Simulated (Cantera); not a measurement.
Equilibrium for carbon deposition, reforming and gasification: CO + NH3 + N2

Feed: 1 mol CO, 0.22 mol NH3, 13 mol N2, equilibrated at 540000 Pa.

These are equilibrium values from Cantera (NASA tables, ideal gas, pure condensed phases), not measurements of a reactor. Candidate condensed phases: C, C6H6, C7H8, C8H18, H2O; 169 gas species. Ions and electrons are included (thermal ionisation). The numbers say what is thermodynamically allowed, not how fast it happens.

From 2000 K to 5000 K nothing is condensed. The main C-bearing gas is CO throughout.

```json
[
 {"T (K)": "2000", "log p N2": "0.69", "log p CO": "-0.43", "log p H": "-3.24", "log p H2": "-0.91", "log p N": "-8.70"},
 {"T (K)": "2250", "log p N2": "0.69", "log p CO": "-0.43", "log p H": "-2.59", "log p H2": "-0.91", "log p N": "-7.31"},
 {"T (K)": "2500", "log p N2": "0.69", "log p CO": "-0.43", "log p H": "-2.06", "log p H2": "-0.93", "log p N": "-6.19"},
 {"T (K)": "2750", "log p N2": "0.69", "log p CO": "-0.43", "log p H": "-1.64", "log p H2": "-0.95", "log p N": "-5.27"},
 {"T (K)": "3000", "log p N2": "0.69", "log p CO": "-0.43", "log p H": "-1.31", "log p H2": "-1.01", "log p N": "-4.51"},
 {"T (K)": "3250", "log p N2": "0.69", "log p CO": "-0.43", "log p H": "-1.05", "log p H2": "-1.11", "log p N": "-3.87"},
 {"T (K)": "3500", "log p N2": "0.68", "log p CO": "-0.43", "log p H": "-0.87", "log p H2": "-1.27", "log p N": "-3.31"},
 {"T (K)": "3750", "log p N2": "0.68", "log p CO": "-0.44", "log p H": "-0.75", "log p H2": "-1.50", "log p N": "-2.83"},
 {"T (K)": "4000", "log p N2": "0.68", "log p CO": "-0.44", "log p H": "-0.68", "log p H2": "-1.77", "log p N": "-2.41"},
 {"T (K)": "4250", "log p N2": "0.68", "log p CO": "-0.44", "log p H": "-0.65", "log p H2": "-2.06", "log p N": "-2.04"},
 {"T (K)": "4500", "log p N2": "0.68", "log p CO": "-0.44", "log p H": "-0.64", "log p H2": "-2.35", "log p N": "-1.71"},
 {"T (K)": "4750", "log p N2": "0.68", "log p CO": "-0.45", "log p H": "-0.63", "log p H2": "-2.62", "log p N": "-1.41"},
 {"T (K)": "5000", "log p N2": "0.67", "log p CO": "-0.45", "log p H": "-0.63", "log p H2": "-2.87", "log p N": "-1.14"}
]
```
log p: log10 of the partial pressure in bar; nothing condenses.
